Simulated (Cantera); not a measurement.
A perfectly stirred reactor is fed with CH4 : CO2 = 1 : 0.31 (molar parts), at 7500 Torr; it is held at 2173 K, and followed from long to short residence time.

Model: GRI-Mech 3.0 (53 species, 325 reactions), integrated in Cantera. GRI-Mech 3.0 stops at C3 and has no aromatics, soot or wall deposition, so with more carbon than oxygen in the feed, carbon stays in small species such as C2H2 where larger ones or solid carbon would form.

Q: Predict: x(CH4) at τ = 29.0 s; x(CO2) at τ = 29.0 s; x(CO) at τ = 29.0 s; x(CH4) at τ = 0.470 s; x(CO2) at τ = 0.470 s; x(CO) at τ = 0.470 s.

A: 
```
Item                     Value
---------------------  -------
x(CH4) at τ = 29.0 s    0.0103
x(CO2) at τ = 29.0 s   1.23e-6
x(CO) at τ = 29.0 s      0.239
x(CH4) at τ = 0.470 s   0.0105
x(CO2) at τ = 0.470 s  3.29e-5
x(CO) at τ = 0.470 s     0.239
```
